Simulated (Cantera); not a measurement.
## C₂H₆ + H₂ + N₂ (carbon deposition, reforming and gasification)

A closed system holds: 1 mol C₂H₆, 71 mol H₂, 23 mol N₂, held at 1880 Torr.

Cantera equilibrium calculation (NASA polynomials, part measured and part estimated; ideal gas, pure solids and liquids). Candidate condensed phases: C, C₆H₆, C₇H₈, C₈H₁₈; 92 gas species. Equilibrium is a limit: real reactors are often held back by kinetics, nucleation or transport.

| T (K) | log p H₂ | log p N₂ | log p H | log p HCN | log p C₂H₂ (acetylene) | log p HNC | log p CH₄ | n C(graphite) |
|---|---|---|---|---|---|---|---|---|
| 1723 | 0.28 | -0.23 | -3.60 | -2.36 | -3.76 | -3.86 | -2.44 | 1.67 |
| 1823 | 0.28 | -0.23 | -3.22 | -2.14 | -3.40 | -3.54 | -2.59 | 1.57 |
| 1923 | 0.28 | -0.23 | -2.89 | -1.94 | -3.07 | -3.25 | -2.72 | 1.40 |
| 2023 | 0.28 | -0.23 | -2.58 | -1.77 | -2.77 | -3.00 | -2.84 | 1.11 |
| 2123 | 0.28 | -0.24 | -2.31 | -1.61 | -2.51 | -2.77 | -2.95 | 0.700 |
| 2223 | 0.27 | -0.24 | -2.06 | -1.47 | -2.26 | -2.56 | -3.06 | 0.122 |
| 2323 | 0.27 | -0.24 | -1.83 | -1.44 | -2.25 | -2.47 | -3.25 | 0 |
| 2423 | 0.27 | -0.24 | -1.62 | -1.44 | -2.28 | -2.41 | -3.45 | 0 |
| 2523 | 0.27 | -0.25 | -1.42 | -1.44 | -2.31 | -2.36 | -3.63 | 0 |
log p: log10 of the partial pressure in bar; n: condensed amount in mol.

From 1723 K to 2223 K the condensed part is C(graphite). From 2323 K to 2523 K nothing is condensed. The main C-bearing gas is HCN throughout.
